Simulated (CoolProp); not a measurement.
Decamethylcyclopentasiloxane (D5) along the isobar 7.64 bar: density (kg/m³) from the reference equation and from simpler models built on Tc = 345.1 °C, pc = 10.78 bar, ω = 0.631; each cubic takes its own stable root.

Values from CoolProp's reference Helmholtz-energy equation of state, Thol 2019.

| T (°C) | phase | reference |
|---|---|---|
| 214.25 | liquid | 743.1 |
| 226.35 | liquid | 726.9 |
| 238.35 | liquid | 710.1 |
| 250.45 | liquid | 692.0 |
| 262.45 | liquid | 672.9 |
| 274.55 | liquid | 651.8 |
| 286.55 | liquid | 628.6 |
| 298.65 | liquid | 601.5 |
| 310.65 | liquid | 568.6 |
| 334.75 | gas | 87.99 |
| 346.85 | gas | 80.67 |

Task: How far does each simpler model (Redlich-Kwong, Peng-Robinson) lie from the reference over these 11 states: mean and median of the absolute difference, and the worst?

Result: 
- Redlich-Kwong: mean 25.1 %, median 22.4 %, worst -82.6 % at 310.65 °C and 7.64 bar
- Peng-Robinson: mean 3.4 %, median 2.4 %, worst -9.7 % at 310.65 °C and 7.64 bar

At some of these states Redlich-Kwong gives the other phase, because its saturation line lies elsewhere.
